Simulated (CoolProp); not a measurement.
A simple Rankine cycle with n-heptane: condensing at 299.15 K, boiler at 0.0551 MPa, turbine inlet 367.1 K, turbine efficiency 0.7, pump efficiency 0.7, no recuperator. Each further row changes one setting.

Values from CoolProp's reference Helmholtz-energy equation of state, Span 2003. It is a short technical equation, of lower accuracy than the large ones.

| case | thermal efficiency (%) | net work (kJ/kg) | heat in (kJ/kg) | turbine exit temperature (K) | volume ratio over the turbine |
|---|---|---|---|---|---|
| as stated | 8.9 | 43.0 | 484 | 342.9 | 8.25 |
| turbine inlet 387.1 K | ___ | 45.6 | 525 | ___ | ___ |
| condensing temperature 291.15 K | 10.1 | 50.8 | 502 | 338.6 | 12.3 |
| boiler pressure 0.0386 MPa | 7.5 | 36.4 | ___ | 347.0 | 5.80 |
| turbine efficiency 0.6 | 7.6 | 36.9 | 484 | 346.2 | 8.33 |

**Question.** What belongs in the gaps?

**Answer.** 
- turbine inlet 387.1 K, thermal efficiency (%): 8.7
- turbine inlet 387.1 K, turbine exit temperature (K): 362.9
- turbine inlet 387.1 K, volume ratio over the turbine: 8.24
- boiler pressure 0.0386 MPa, heat in (kJ/kg): 485
